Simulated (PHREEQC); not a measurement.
# Silver or lead bath: speciation

A solution holds 0.05 mol/kgw AgF and 0.00035 mol/kgw HBF4, at 91 °C. Closed to the air; pH follows from the charge balance.

All values are PHREEQC results (ion-association model, wateq4f.dat), not measurements.

Each row changes one thing in this solution. Precipitation was switched off in this run.

```json
[
 {"case": "as made", "pH": "5.32", "ionic strength (mol/kgw)": "0.0486", "F- (mol/kgw)": "0.0482", "HF (mol/kgw)": "0.00102", "HF2- (mol/kgw)": "0.000205", "H3BO3 (mol/kgw)": "0.000199"},
 {"case": "AgF left out", "pH": "3.38", "ionic strength (mol/kgw)": "0.000428", "F- (mol/kgw)": "0.000424", "HF (mol/kgw)": "0.000968", "HF2- (mol/kgw)": "1.69e-6", "H3BO3 (mol/kgw)": "0.000348"},
 {"case": "HBF4 from 0.00035 to 7e-05 mol/kgw", "pH": "?", "ionic strength (mol/kgw)": "0.0486", "F- (mol/kgw)": "0.0485", "HF (mol/kgw)": "0.000225", "HF2- (mol/kgw)": "4.55e-5", "H3BO3 (mol/kgw)": "5.93e-5"},
 {"case": "temperature from 91 to 45 °C", "pH": "4.99", "ionic strength (mol/kgw)": "0.0475", "F- (mol/kgw)": "0.0471", "HF (mol/kgw)": "0.000842", "HF2- (mol/kgw)": "?", "H3BO3 (mol/kgw)": "0.000129"},
 {"case": "HBF4 from 0.00035 to 0.0007 mol/kgw", "pH": "5.05", "ionic strength (mol/kgw)": "0.0486", "F- (mol/kgw)": "0.0478", "HF (mol/kgw)": "0.00185", "HF2- (mol/kgw)": "0.000369", "H3BO3 (mol/kgw)": "0.000276"}
]
```

Q: Fill in the missing entries.

A: 
- HBF4 from 0.00035 to 7e-05 mol/kgw, pH: 5.98
- temperature from 91 to 45 °C, HF2- (mol/kgw): 0.000172

Constants without temperature data keep their 25 °C values here. Real BF4- forms and hydrolyses slowly; the run takes it at equilibrium.
